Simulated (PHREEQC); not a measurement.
Dissolve 0.013 mol/kgw KHCO3, 0.0019 mol/kgw NH3 and 0.0043 mol/kgw KCl at 25 °C and 50 atm. Closed to the air; pH follows from the charge balance.

The numbers come from PHREEQC with the ion-association model, phreeqc.dat.

```tsv
quantity	before	after
pH	9.12	7.55
ionic strength (mol/kgw)	0.0196	0.0192
HCO3- (mol/kgw)	0.0118	0.0148
CO3-2 (mol/kgw)	0.00116	3.88e-5
CO2 (mol/kgw)	1.66e-5	0.000771
```

Q: Name the change that produced these shifts.
A. 0.0026 mol/kgw CO2 added
B. KCl left out
C. 0.0088 mol/kgw Ca(OH)2 added
D. NH3 left out
E. NH3 from 0.0019 to 0.00038 mol/kgw

A: A, 0.0026 mol/kgw CO2 added

No solid was allowed to form. Under pressure, the constants of complexes without a molar volume in the database are unreliable.
